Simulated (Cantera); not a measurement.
# Equilibrium for silicon epitaxy and polysilicon growth: SiCl₄ + N₂

Charge: 1 mol SiCl₄, 13 mol N₂, at 1450 K and 1300 Pa.

These are equilibrium values from Cantera (NASA tables, ideal gas, pure condensed phases), not measurements of a reactor. Candidate condensed phases: Si, Si₃N₄; 13 gas species. The tables' values for SiCl₃ are old estimates; treat these amounts as uncertain. Kinetics and transport are ignored.

```json
{
 "x(N₂)": "0.927",
 "x(SiCl₄)": "0.0695",
 "x(Cl)": "0.00192",
 "x(SiCl₃)": "0.00168",
 "x(SiCl₂)": "0.000149",
 "x(Cl₂)": "2.83e-5",
 "gas_amount": "14.03 mol",
 "log10 activity of Si(s) (absent)": "-7.23"
}
```
